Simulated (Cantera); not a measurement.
**Thermodynamics of carbon deposition, reforming and gasification, feed CH4 + O2 + NH3**

Charge: 1 mol CH4, 0.45 mol O2, 0.81 mol NH3, equilibrated at 20300 Torr.

Equilibrium computed with Cantera from the NASA thermochemical tables; the gas is ideal and each condensed phase is pure. Candidate condensed phases: C, C6H6, C7H8, C8H18, H2O; 136 gas species. Kinetics and transport are ignored.

From 2173 K to 2323 K the condensed part is C(graphite). From 2398 K to 2698 K nothing is condensed. The main C-bearing gas is CO throughout.

| T (K) | x H2 | x CO | x N2 | x HCN | x H | n C(graphite) |
|---|---|---|---|---|---|---|
| 2173 | 0.700 | 0.200 | 0.0862 | 0.00678 | 0.000777 | 0.0364 |
| 2248 | 0.699 | 0.199 | 0.0852 | 0.00856 | 0.00118 | 0.0225 |
| 2323 | 0.697 | 0.199 | 0.0839 | 0.0106 | 0.00175 | 0.00389 |
| 2398 | 0.696 | 0.199 | 0.0834 | 0.0114 | 0.00253 | 0 |
| 2473 | 0.696 | 0.199 | 0.0830 | 0.0117 | 0.00358 | 0 |
| 2548 | 0.695 | 0.199 | 0.0827 | 0.0120 | 0.00496 | 0 |
| 2623 | 0.694 | 0.199 | 0.0824 | 0.0122 | 0.00675 | 0 |
| 2698 | 0.692 | 0.198 | 0.0821 | 0.0124 | 0.00903 | 0 |
x: gas mole fraction; n: condensed amount in mol.
